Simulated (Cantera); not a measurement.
Source: NASA polynomial tables (part measured, part estimated), evaluated in Cantera. Values are per mole of reaction as written; species without (g) are pure solids or liquids, kept so even where they would boil at 1 bar. VN: taken at fixed stoichiometry.

Task: Between 948 and 1348 K, where is each reaction favourable under standard conditions?
- 2 V2O5 + 2 N2(g) = 4 VN + 5 O2(g)

Result: 
- 2 V2O5 + 2 N2(g) = 4 VN + 5 O2(g): ΔG° is 1747 kJ at 948 K and 1612 kJ at 1348 K; it stays positive (K < 1). ΔH° is 2057 kJ and ΔS° 330 J/K at 1348 K.
